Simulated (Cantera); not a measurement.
A Cantera script and what it prints.

```python
import numpy as np
import cantera as ct

gas_names = """
    H HI HO2 H2 H2O H2O2 I I2 O OH O2 O3
""".split()
cond_names = """
    H2O(s) H2O(L) I2(cr) I2(L)
""".split()


# ... load() reads the species with a 1 bar reference pressure and builds the phases ...
atoms = {
    'HI': {'H': 1, 'I': 1},
    'H2O': {'H': 2, 'O': 1},
}
top_T = {}  # K; cautious upper limits of use, not melting points


# ... equilibrate(T, P, feed) seeds the gas with the atoms and calls Mixture.equilibrate('TP', solver="vcs", rtol=1e-11, max_steps=5000) ...
results = []
feed = {'HI': 1, 'H2O': 0.051}  # mol
T = 648  # K
P = 13332.2  # Pa
mix = equilibrate(T, P, feed)
results.append((T, P, feed, dict(zip(mix.species_names, mix.species_moles))))
x = sorted(zip(gas.X, gas.species_names), reverse=True)
print(f"T = {T:g} K  P = {P:g} Pa  gas = {mix.phase_moles(0):.4g} mol")
print("   x: " + "  ".join(f"{s} {v:.3e}" for v, s in x if v > 0.0001))
print("   condensed (mol): " + ("  ".join(f"{mix.phase(i).name} {mix.phase_moles(i):.4g}"
      for i in range(1, mix.n_phases) if mix.phase_moles(i) > 1e-12) or "none"))
```

Output:

```
T = 648 K  P = 13332.2 Pa  gas = 1.051 mol
   x: HI 7.646e-01  H2 9.335e-02  I2 9.320e-02  H2O 4.852e-02  I 3.119e-04
   condensed (mol): none
```

These are equilibrium values from Cantera (NASA tables, ideal gas, pure condensed phases), not measurements of a reactor.
